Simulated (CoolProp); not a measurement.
A single-stage vapour-compression cycle with hydrogen chloride: evaporating at 205.15 K (dew point), condensing at 227.15 K (bubble point), superheat 0 K, subcooling 5 K, compressor efficiency 0.8, no pressure losses. Each further row changes one setting.

Computed with CoolProp (reference Helmholtz-energy equation of state, Thol 2018).

```
case                              cooling COP  pressure ratio  discharge temperature (K)  refrigerating effect (kJ/kg)  volumetric capacity (kJ/m³)
--------------------------------  -----------  --------------  -------------------------  ----------------------------  ---------------------------
as stated                                6.76            2.52                      279.2                           396                         2170
evaporating temperature 210.15 K         9.20            2.01                      264.9                           398                         2710
condensing temperature 222.15 K          8.97            2.08                      262.1                           404                         2220
subcooling 10 K                          6.90            2.52                      279.2                           404                         2220
superheat 10 K                           6.53            2.52                      293.5                           405                         2100
compressor efficiency 0.7                5.91            2.52                      288.7                           396                         2170
```
